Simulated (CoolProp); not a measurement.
The fluid at 293.15 K and 3.11 MPa is throttled through a valve to 0.22 MPa with no heat exchange. The same conditions are run with several fluids, on thermodynamics alone (safety and materials aside).

Model: reference Helmholtz-energy equation of state of each fluid (isobutane: Bücker 2006; p-xylene: Zhou 2012; R407C: Lemmon 2003; n-hexane: Thol 2019; isobutene: Lemmon 2005), in CoolProp. Blends and air are pseudo-pure fits.

```json
[
 {"fluid": "isobutane", "temperature change (K)": "-10.1", "final phase": "two-phase, vapour fraction 0.075", "final density (kg/m³)": "69.4"},
 {"fluid": "p-xylene", "temperature change (K)": "+1.4", "final phase": "liquid", "final density (kg/m³)": "860"},
 {"fluid": "R407C", "temperature change (K)": "-44.2", "final phase": "two-phase, vapour fraction 0.276", "final density (kg/m³)": "34.3"},
 {"fluid": "n-hexane", "temperature change (K)": "+1.2", "final phase": "liquid", "final density (kg/m³)": "658"},
 {"fluid": "isobutene", "temperature change (K)": "-5.4", "final phase": "two-phase, vapour fraction 0.039", "final density (kg/m³)": "116"}
]
```
